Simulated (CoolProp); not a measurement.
m-xylene along the isotherm 346.85 °C: Z from the reference equation and from simpler models built on Tc = 343.7 °C, pc = 3.535 MPa, ω = 0.326; each cubic takes its own stable root.

Model: reference Helmholtz-energy equation of state, Zhou 2012, in CoolProp.

```csv
p (MPa),phase,reference
0.736,gas,0.9216
1.47,gas,0.8342
2.21,gas,0.7310
2.95,gas,0.5982
3.68,supercritical,0.2458
4.42,supercritical,0.2111
5.15,supercritical,0.2315
5.89,supercritical,0.2549
6.63,supercritical,0.2789
7.36,supercritical,0.3028
8.1,supercritical,0.3270
8.84,supercritical,0.3511
```

Task: How far does each simpler model (van der Waals, Peng-Robinson) lie from the reference over these 12 states: mean and median of the absolute difference, and the worst?

Result: 
- van der Waals: mean 31.9 %, median 45.8 %, worst +49.8 % at 346.85 °C and 4.42 MPa
- Peng-Robinson: mean 7.6 %, median 7.3 %, worst +20.3 % at 346.85 °C and 3.68 MPa
